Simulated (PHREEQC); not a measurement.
A made-up water analysis in mg/kgw, 25 °C, pH 6.22:

| constituent | mg/kgw |
|---|---|
| Na | 1550 |
| K | 351 |
| Ca | 98.6 |
| Mg | 399 |
| Cl | 3590 |
| S(6) as SO4 | 760 |
| Alkalinity as HCO3 | 0.151 |
| Br | 28.9 |

Cl is adjusted to close the charge balance.
Valence states are taken as typed.

Computed with PHREEQC (Pitzer model, pitzer.dat).

Precipitation was switched off in this run.

Question: Predict the specific conductance.

Answer: specific conductance 11500 µS/cm.

Question: In which forms is C present?

Answer: CO2 51 %, HCO3- 49 % of the C.

Complexes and solids missing from the database can't appear.
